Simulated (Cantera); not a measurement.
An adiabatic, constant-volume homogeneous reactor starts with CH4 : O2 : N2 = 1 : 0.87 : 3.27 (molar parts), equivalence ratio 2.3, at 1225 K and 101000 Pa. Integrator tolerance rtol = 1e-08.

Model: GRI-Mech 3.0 (53 species, 325 reactions), integrated in Cantera.

What does this change do: initial temperature 1225 to 1650 K?


```
quantity                                                              before                                      after
---------------------------------  -----------------------------------------  -----------------------------------------
time of steepest temperature rise                                    47.3 ms                                   0.371 ms
temperature at 1.00 s                                                 2415 K                                     2713 K
equilibrium temperature                                               2415 K                                     2713 K
x(CH4) at 1.00 s                   3.55e-10 (gas-phase equilibrium 4.02e-10)  7.22e-11 (gas-phase equilibrium 8.06e-11)
x(O2) at 1.00 s                      1.55e-6 (gas-phase equilibrium 1.55e-6)    3.02e-5 (gas-phase equilibrium 3.02e-5)
x(H2O2) at 1.00 s                    1.19e-9 (gas-phase equilibrium 1.19e-9)    8.70e-9 (gas-phase equilibrium 8.70e-9)
x(C2H2) at 1.00 s                      <1e-12 (gas-phase equilibrium <1e-12)      <1e-12 (gas-phase equilibrium <1e-12)
x(C2H6) at 1.00 s                      <1e-12 (gas-phase equilibrium <1e-12)      <1e-12 (gas-phase equilibrium <1e-12)
x(CH2) at 1.00 s                   5.92e-12 (gas-phase equilibrium 6.62e-12)  1.89e-11 (gas-phase equilibrium 2.05e-11)
```

What does this change do: pressure from 101000 Pa to 1000000 Pa?


| quantity | before | after |
|---|---|---|
| time of steepest temperature rise | 47.3 ms | 5.16 ms |
| temperature at 1.00 s | 2415 K | 2441 K |
| equilibrium temperature | 2415 K | 2441 K |
| x(CH4) at 1.00 s | 3.55e-10 (gas-phase equilibrium 4.02e-10) | 3.24e-8 (gas-phase equilibrium 3.62e-8) |
| x(O2) at 1.00 s | 1.55e-6 (gas-phase equilibrium 1.55e-6) | 2.04e-7 (gas-phase equilibrium 2.04e-7) |
| x(H2O2) at 1.00 s | 1.19e-9 (gas-phase equilibrium 1.19e-9) | 1.46e-9 (gas-phase equilibrium 1.46e-9) |
| x(C2H2) at 1.00 s | <1e-12 (gas-phase equilibrium <1e-12) | 6.44e-11 (gas-phase equilibrium 7.17e-11) |
| x(C2H6) at 1.00 s | <1e-12 (gas-phase equilibrium <1e-12) | <1e-12 (gas-phase equilibrium <1e-12) |
| x(CH2) at 1.00 s | 5.92e-12 (gas-phase equilibrium 6.62e-12) | 6.86e-11 (gas-phase equilibrium 7.63e-11) |
